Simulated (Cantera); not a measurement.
Charge: 1 mol Cu, 0.46 mol CO, 21 mol N2, equilibrated at 7.50 Torr.

These are equilibrium values from Cantera (NASA tables, ideal gas, pure condensed phases), not measurements of a reactor. Candidate condensed phases: C, Cu, CuO, Cu2O; 27 gas species. The numbers say what is thermodynamically allowed, not how fast it happens.

At 1352 °C, list the 3 most abundant gas species with their mole fractions, and the condensed phases.

N2 0.973, CO 0.0213, Cu 0.00571. Condensed: Cu(l).
